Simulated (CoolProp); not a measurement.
Ethanol along the isobar 374 bar: density (kg/m³) from the reference equation and from simpler models built on Tc = 514.7 K, pc = 62.68 bar, ω = 0.644; each cubic takes its own stable root.

Values from CoolProp's reference Helmholtz-energy equation of state, Schroeder 2014.

```
T (K)          phase  reference  van der Waals  Soave-Redlich-Kwong  Peng-Robinson
-----  -------------  ---------  -------------  -------------------  -------------
481.3         liquid          ?          395.1                532.0          594.8
495.2         liquid      631.4          390.2                516.4          576.4
509.1         liquid      614.1          385.2                    ?          557.3
522.9  supercritical      596.4          380.2                483.6          537.7
536.8  supercritical      578.0          375.1                466.6          517.5
550.7  supercritical      559.0          370.0                449.3          497.1
564.5  supercritical      539.4          364.9                432.1          476.6
578.4  supercritical      519.0          359.7                414.9          456.2
592.3  supercritical      498.4          354.5                398.0          436.2
606.1  supercritical          ?          349.3                381.6          417.0
620    supercritical      457.2          344.0                365.7          398.4
```

Fill in the missing entries.


- 481.3, reference: 648.1
- 509.1, Soave-Redlich-Kwong: 500.1
- 606.1, reference: 477.7
